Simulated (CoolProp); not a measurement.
Vapour-liquid equilibrium of n-hexane (1) + toluene (2) at 425.6 K; x and y are mole fractions of (1).

Computed with CoolProp (multi-fluid Helmholtz-energy mixture model, Thol 2019 and Lemmon 2006; pair parameters Bell 2016).

```tsv
x	bubble pressure (kPa)	y at the bubble point	dew pressure at overall composition x (kPa)	liquid density (mol/L)
0.05	326.3	0.142	302.6	7.858
0.125	374.9	0.298	[?]	7.696
0.2	419.2	0.413	[?]	7.536
0.275	460.2	0.503	366.9	7.379
0.35	498.6	[?]	393.9	7.225
0.425	535.0	0.640	424.4	7.073
0.5	569.9	0.697	458.8	6.925
0.575	603.8	0.748	497.5	6.779
0.65	637.0	[?]	540.8	6.636
0.725	669.8	0.841	588.4	6.495
0.8	[?]	0.885	640.0	[?]
0.875	[?]	0.929	694.7	6.222
0.95	767.9	0.971	751.5	6.089
```

Task: Complete the blanks.

Result: 
- 0.125, dew pressure at overall composition x (kPa): 321.6
- 0.2, dew pressure at overall composition x (kPa): 342.9
- 0.35, y at the bubble point: 0.577
- 0.65, y at the bubble point: 0.796
- 0.8, bubble pressure (kPa): 702.4
- 0.8, liquid density (mol/L): 6.357
- 0.875, bubble pressure (kPa): 735.1

No azeotrope shows between x = 0.05 and 0.95.

Pair parameters are fitted to limited data, so mixtures are less certain than the pure fluids.
